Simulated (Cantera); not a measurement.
Input: 1 mol Fe3O4, 18 mol CO, 10 mol N2, held at 2325 K and 1 atm.

These are equilibrium values from Cantera (NASA tables, ideal gas, pure condensed phases), not measurements of a reactor. Candidate condensed phases: C, Fe, Fe(CO)5, FeO, Fe2O3, Fe3O4; 27 gas species. Each liquid is taken as pure. Mutual solubility and eutectic melting of coexisting phases are not modelled. The tables' stoichiometric FeO is somewhat more stable than real wüstite, so its field is too wide. FeO: taken at fixed stoichiometry. Rates play no part.

Base state: CO 0.587, N2 0.354, CO2 0.0502, Fe 0.00807, FeO 0.000152, NO 2.79e-5 (mole fractions); condensed: Fe(l) + FeO(l).

What changes in the equilibrium state with this change: temperature from 2325 K to 2123.15 K?


```tsv
species	before	after
CO	0.587	0.586
N2	0.354	0.357
CO2	0.0502	0.0557
Fe	0.00807	0.00132
FeO	0.000152	1.65e-5
NO	2.79e-5	5.08e-6
Fe(l), mol	0.191	0.524
FeO(l), mol	2.58	2.44
```
